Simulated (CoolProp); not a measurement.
o-xylene along the isobar 434 kPa: fugacity coefficient from the reference equation and from simpler models built on Tc = 630.3 K, pc = 3737 kPa, ω = 0.312; each cubic takes its own stable root.

Computed with CoolProp (reference Helmholtz-energy equation of state, Zhou 2012).

| T (K) | phase | reference |
|---|---|---|
| 392.3 | liquid | 0.1123 |
| 409.8 | liquid | 0.1845 |
| 427.3 | liquid | 0.2878 |
| 444.8 | liquid | 0.4291 |
| 462.4 | liquid | 0.6160 |
| 479.9 | liquid | 0.8519 |
| 497.4 | gas | 0.9023 |
| 514.9 | gas | 0.9141 |
| 532.4 | gas | 0.9239 |
| 549.9 | gas | 0.9321 |
| 567.5 | gas | 0.9391 |
| 585 | gas | 0.9450 |
| 602.5 | gas | 0.9501 |
| 620 | gas | 0.9546 |

Question: How far does each simpler model (Redlich-Kwong, Soave-Redlich-Kwong) lie from the reference over these 14 states: mean and median of the absolute difference, and the worst?

Answer: 
- Redlich-Kwong: mean 32.2 %, median 2.1 %, worst +123.4 % at 392.3 K and 434 kPa
- Soave-Redlich-Kwong: mean 1.1 %, median 0.8 %, worst +2.8 % at 479.9 K and 434 kPa

At some of these states Redlich-Kwong gives the other phase, because its saturation line lies elsewhere.
